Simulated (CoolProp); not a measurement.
trans-2-butene along the isotherm 22.85 °C: Z from the reference equation and from simpler models built on Tc = 155.5 °C, pc = 40.19 bar, ω = 0.210; each cubic takes its own stable root.

Values from CoolProp's reference Helmholtz-energy equation of state, Lemmon 2005. It is a short technical equation, of lower accuracy than the large ones.

| p (bar) | phase | reference |
|---|---|---|
| 10 | liquid | 0.03784 |
| 20.1 | liquid | 0.07586 |
| 30.1 | liquid | 0.1133 |
| 40.2 | liquid | 0.1510 |
| 50.2 | liquid | 0.1880 |
| 60.3 | liquid | 0.2253 |
| 70.3 | liquid | 0.2621 |
| 80.4 | liquid | 0.2991 |
| 90.4 | liquid | 0.3355 |
| 100 | liquid | 0.3704 |

Q: How far does each simpler model (van der Waals, Redlich-Kwong, Soave-Redlich-Kwong, Peng-Robinson) lie from the reference over these 10 states: mean and median of the absolute difference, and the worst?

A: 
- van der Waals: mean 60.9 %, median 60.6 %, worst +65.0 % at 22.85 °C and 10 bar
- Redlich-Kwong: mean 12.3 %, median 12.2 %, worst +13.5 % at 22.85 °C and 10 bar
- Soave-Redlich-Kwong: mean 9.4 %, median 9.4 %, worst +10.1 % at 22.85 °C and 10 bar
- Peng-Robinson: mean 3.1 %, median 3.1 %, worst -3.3 % at 22.85 °C and 100 bar
